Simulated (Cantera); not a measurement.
What does this Cantera script print?

```python
import numpy as np
import cantera as ct

gas_names = [...]  # 113 gases of nasa_gas.yaml made of C, H, O, Ta
cond_names = """
    C(gr) C6H6(L) C7H8(L) C8H18(L),n-octa H2O(s) H2O(L) Ta(cr) Ta(L) TaC(s) TaC(L) Ta2O5(s) Ta2O5(L)
""".split()


# ... load() reads the species with a 1 bar reference pressure and builds the phases ...
atoms = {
    'Ta(OEt)5': {'Ta': 1, 'C': 10, 'H': 25, 'O': 5},
    'H2O': {'H': 2, 'O': 1},
    'CH4': {'C': 1, 'H': 4},
}
top_T = {'C(gr)': 4500}  # K; cautious upper limits of use, not melting points


# ... equilibrate(T, P, feed) seeds the gas with the atoms and calls Mixture.equilibrate('TP', solver="vcs", rtol=1e-11, max_steps=5000) ...
results = []
feed = {'Ta(OEt)5': 1, 'H2O': 0.6, 'CH4': 0.53}  # mol
T = 2125  # K
P = 9600  # Pa
mix = equilibrate(T, P, feed)
results.append((T, P, feed, dict(zip(mix.species_names, mix.species_moles))))
print(gas.report(threshold=0.0001))
for i in range(1, mix.n_phases):
    print(f"{mix.phase(i).name:16s} {mix.phase_moles(i):12.5e} mol")
```

Result:

```
       temperature   2125 K
          pressure   9600 Pa
           density   0.0050887 kg/m^3
  mean mol. weight   9.3654 kg/kmol
   phase of matter   gas

                          1 kg             1 kmol
                     ---------------   ---------------
          enthalpy        3.1543e+06        2.9541e+07  J
   internal energy        1.2678e+06        1.1873e+07  J
           entropy             25107        2.3514e+05  J/K
    Gibbs function       -5.0198e+07       -4.7013e+08  J
 heat capacity c_p            3743.3             35057  J/K
 heat capacity c_v            2855.5             26743  J/K

                      mass frac. Y      mole frac. X     chem. pot. / RT
                     ---------------   ---------------   ---------------
                CO           0.84343           0.28201           -37.776
    C2H2,acetylene         0.0032935         0.0011846           -28.158
                 H         0.0010606         0.0098542           -11.183
                H2           0.15217           0.70693           -22.366
     [ +109 minor]        4.2904e-05        2.2494e-05

C(gr)             3.88250e+00 mol
Ta(cr)            0.00000e+00 mol
TaC(s)            1.00000e+00 mol
Ta2O5(L)          0.00000e+00 mol
```

Equilibrium computed with Cantera from the NASA thermochemical tables; the gas is ideal and each condensed phase is pure. The feed counts by its element totals alone. TaC: taken at fixed stoichiometry. Condensed phases not in the tables: Ta2C.
